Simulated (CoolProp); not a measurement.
A closed Brayton cycle with nitrogen: compressor inlet 305.15 K and 5 MPa, high pressure 9.07 MPa, turbine inlet 705 K, compressor efficiency 0.8, turbine efficiency 0.9, recuperator effectiveness 0.8 (on enthalpy, no pinch check). Each further row changes one setting.

The numbers come from the reference Helmholtz-energy equation of state, Span 2000 in CoolProp.

```tsv
case	thermal efficiency (%)	net work (kJ/kg)	compressor to turbine work	compressor exit (K)	turbine exit (K)
as stated	[?]	32.1	0.70	376.5	609.4
turbine inlet 655 K	17.0	[?]	[?]	376.5	[?]
compressor inlet 315.15 K	18.6	29.4	[?]	[?]	609.4
high pressure 7.71 MPa	18.5	26.3	[?]	355.8	634.2
recuperator effectiveness 0.5	[?]	32.1	0.70	376.5	609.4
```

**Question.** Complete the blanks.

**Answer.** 
- as stated, thermal efficiency (%): 19.9
- turbine inlet 655 K, net work (kJ/kg): 24.5
- turbine inlet 655 K, compressor to turbine work: 0.75
- turbine inlet 655 K, turbine exit (K): 565.2
- compressor inlet 315.15 K, compressor to turbine work: 0.72
- compressor inlet 315.15 K, compressor exit (K): 388.8
- high pressure 7.71 MPa, compressor to turbine work: 0.67
- recuperator effectiveness 0.5, thermal efficiency (%): 13.6
